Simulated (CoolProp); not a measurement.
Properties of toluene along the isotherm 620 K.

Values from CoolProp's reference Helmholtz-energy equation of state, Lemmon 2006. It is a short technical equation, of lower accuracy than the large ones.

| p (kPa) | phase | expansivity (1/kK) | conductivity (mW/(m K)) |
|---|---|---|---|
| 1030 | gas | 2.137 | 43.8 |
| 2060 | gas | … | 44.6 |
| 3090 | gas | … | … |
| 4130 | supercritical | … | 52.0 |
| 5160 | supercritical | 25.05 | 67.0 |
| 6190 | supercritical | … | 76.7 |
| 7220 | supercritical | 8.237 | 77.8 |
| 8250 | supercritical | 5.835 | … |
| 9280 | supercritical | … | … |
| 10300 | supercritical | 3.984 | 81.4 |

Problem. Fill in the missing entries.

Solution. 
- 2060, expansivity (1/kK): 3.006
- 3090, expansivity (1/kK): 4.644
- 3090, conductivity (mW/(m K)): 46.7
- 4130, expansivity (1/kK): 8.612
- 6190, expansivity (1/kK): 16.58
- 8250, conductivity (mW/(m K)): 79.1
- 9280, expansivity (1/kK): 4.676
- 9280, conductivity (mW/(m K)): 80.3

Thermal conductivity comes from a separate model (Assael 2012).
